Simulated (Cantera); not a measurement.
An isothermal, constant-pressure homogeneous reactor starts with CH4 : H2O = 1 : 1 (molar parts), at 1525 K and 4.20 bar. Integrator tolerance rtol = 1e-08.

Detailed kinetics in Cantera: GRI-Mech 3.0 (53 species, 325 reactions).

Task: What does this change do: pressure from 4.20 bar to 6.90 bar?

Result: 
```
quantity                                           before                                    after
----------------  ---------------------------------------  ---------------------------------------
x(CH4) at 300 s    0.0332 (gas-phase equilibrium 0.00256)   0.0345 (gas-phase equilibrium 0.00418)
x(H2O) at 300 s    0.0308 (gas-phase equilibrium 0.00228)   0.0314 (gas-phase equilibrium 0.00373)
x(O2) at 300 s      <1e-12 (gas-phase equilibrium <1e-12)    <1e-12 (gas-phase equilibrium <1e-12)
x(H) at 300 s     9.74e-6 (gas-phase equilibrium 1.00e-5)  7.59e-6 (gas-phase equilibrium 7.82e-6)
x(C2H) at 300 s   1.29e-11 (gas-phase equilibrium <1e-12)  4.06e-12 (gas-phase equilibrium <1e-12)
x(HCO) at 300 s   1.37e-8 (gas-phase equilibrium 1.53e-8)  1.75e-8 (gas-phase equilibrium 1.95e-8)
x(C2H6) at 300 s  5.84e-6 (gas-phase equilibrium 3.28e-8)  6.33e-6 (gas-phase equilibrium 8.77e-8)
```

Task: What does this change do: pressure from 4.20 bar to 0.660 bar?

Result: 
| quantity | before | after |
|---|---|---|
| x(CH4) at 300 s | 0.0332 (gas-phase equilibrium 0.00256) | 0.0165 (gas-phase equilibrium 0.000404) |
| x(H2O) at 300 s | 0.0308 (gas-phase equilibrium 0.00228) | 0.0222 (gas-phase equilibrium 0.000364) |
| x(O2) at 300 s | <1e-12 (gas-phase equilibrium <1e-12) | <1e-12 (gas-phase equilibrium <1e-12) |
| x(H) at 300 s | 9.74e-6 (gas-phase equilibrium 1.00e-5) | 2.49e-5 (gas-phase equilibrium 2.54e-5) |
| x(C2H) at 300 s | 1.29e-11 (gas-phase equilibrium <1e-12) | 2.86e-10 (gas-phase equilibrium <1e-12) |
| x(HCO) at 300 s | 1.37e-8 (gas-phase equilibrium 1.53e-8) | 5.59e-9 (gas-phase equilibrium 6.11e-9) |
| x(C2H6) at 300 s | 5.84e-6 (gas-phase equilibrium 3.28e-8) | 1.38e-6 (gas-phase equilibrium 8.13e-10) |
